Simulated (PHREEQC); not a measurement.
Dissolve 17 mmol/kgw H2SO4, 0.099 mmol/kgw Na2B4O7 and 0.52 mmol/kgw MgCl2 at 13 °C. It is in equilibrium with CO2 at log p = 0 (atm). Otherwise closed; pH follows from the charge balance.

Computed with PHREEQC (ion-association model, wateq4f.dat).

Each row changes one thing in this solution. This is a speciation only: nothing precipitates in the calculation.

| case | pH | ionic strength (mol/kgw) | HSO4- (mol/kgw) | SO4-2 (mol/kgw) | Mg+2 (mol/kgw) | MgSO4 (mol/kgw) | SI of Epsomite (MgSO4:7H2O) | SI of Mirabilite (Na2SO4:10H2O) |
|---|---|---|---|---|---|---|---|---|
| as made | 1.66 | 0.0350 | 0.00850 | 0.00835 | 0.000375 | 0.000145 | -3.84 | -8.24 |
| 0.00042 mol/kgw TMAH added | 1.66 | 0.0351 | 0.00844 | 0.00841 | 0.000374 | 0.000146 | -3.84 | -8.24 |
| H2SO4 from 0.017 to 0.0034 mol/kgw | 2.27 | 0.00988 | 0.000768 | 0.00254 | 0.000434 | 8.59e-5 | -4.07 | -8.57 |
| 0.0089 mol/kgw MgBr2 added | 1.65 | 0.0565 | 0.00728 | 0.00768 | 0.00738 | 0.00204 | -2.69 | -8.36 |
| H2SO4 from 0.017 to 0.085 mol/kgw | 1.06 | 0.129 | 0.0637 | 0.0212 | 0.000353 | 0.000167 | -3.78 | -8.11 |
| temperature from 13 to 60 °C | 1.73 | 0.0273 | 0.0122 | 0.00460 | 0.000312 | 0.000208 | -4.48 | -10.54 |

(CH3)4N+ isn't in the database: it is added as a free cation with an ion size of 4 Å. Constants without temperature data keep their 25 °C values here.
